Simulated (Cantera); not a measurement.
Charge: 1 mol n-butane, 0.055 mol NH₃, a varied amount of H₂, held at 2.80 mbar.

Method: chemical equilibrium by Gibbs-energy minimisation in Cantera with the NASA 1993 tables (ideal gas, pure condensed phases). Candidate condensed phases: C, C₆H₆, C₇H₈, C₈H₁₈; 92 gas species. Equilibrium is a limit: real reactors are often held back by kinetics, nucleation or transport.

**Question.** What condenses at these points (T in K, n(H₂) in mol): (2573, 4.9); (3023, 1.6); (3023, 8.2); (2473, 1.6); (2523, 3.3)?

**Answer.** 
| T (K) | n(H₂) in mol | condensed phases | C condensed (%) |
|---|---|---|---|
| 2573 | 4.9 | C | 93.2 |
| 3023 | 1.6 | gas only | 0.0 |
| 3023 | 8.2 | gas only | 0.0 |
| 2473 | 1.6 | C | 96.7 |
| 2523 | 3.3 | C | 95.2 |
